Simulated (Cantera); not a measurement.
A perfectly stirred reactor is fed with 0.945 % CH4, 0.591 % O2, 98.5 % N2, equivalence ratio 3.2, at 7500 Torr; it is held at 923 K, and followed from long to short residence time.

Model: GRI-Mech 3.0 (53 species, 325 reactions), integrated in Cantera.

Predict: x(CH4) at τ = 4.50 s; x(O2) at τ = 4.50 s; x(CO2) at τ = 4.50 s; x(CH4) at τ = 0.140 s; x(O2) at τ = 0.140 s.


- x(CH4) at τ = 4.50 s: 0.00574
- x(O2) at τ = 4.50 s: 0.00120
- x(CO2) at τ = 4.50 s: 0.000741
- x(CH4) at τ = 0.140 s: 0.00945
- x(O2) at τ = 0.140 s: 0.00591
